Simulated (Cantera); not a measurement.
What does this Cantera script print?

```python
import numpy as np
import cantera as ct

gas_names = """
    Hg N N2
""".split()
cond_names = """
    Hg(cr) Hg(L)
""".split()


# ... load() reads the species with a 1 bar reference pressure and builds the phases ...
atoms = {
    'Hg': {'Hg': 1},
    'N2': {'N': 2},
}
top_T = {}  # K; cautious upper limits of use, not melting points


# ... equilibrate(T, P, feed) seeds the gas with the atoms and calls Mixture.equilibrate('TP', solver="vcs", rtol=1e-11, max_steps=5000) ...
results = []
feed = {'Hg': 1, 'N2': 1.7}  # mol
T = 923  # K
P = 5200  # Pa
mix = equilibrate(T, P, feed)
results.append((T, P, feed, dict(zip(mix.species_names, mix.species_moles))))
x = sorted(zip(gas.X, gas.species_names), reverse=True)
print(f"T = {T:g} K  P = {P:g} Pa  gas = {mix.phase_moles(0):.4g} mol")
print("   x: " + "  ".join(f"{s} {v:.3e}" for v, s in x if v > 0.0001))
print("   condensed (mol): " + ("  ".join(f"{mix.phase(i).name} {mix.phase_moles(i):.4g}"
      for i in range(1, mix.n_phases) if mix.phase_moles(i) > 1e-12) or "none"))
```

Output:

```
T = 923 K  P = 5200 Pa  gas = 2.7 mol
   x: N2 6.296e-01  Hg 3.704e-01
   condensed (mol): none
```

Method: chemical equilibrium by Gibbs-energy minimisation in Cantera with the NASA 1993 tables (ideal gas, pure condensed phases).
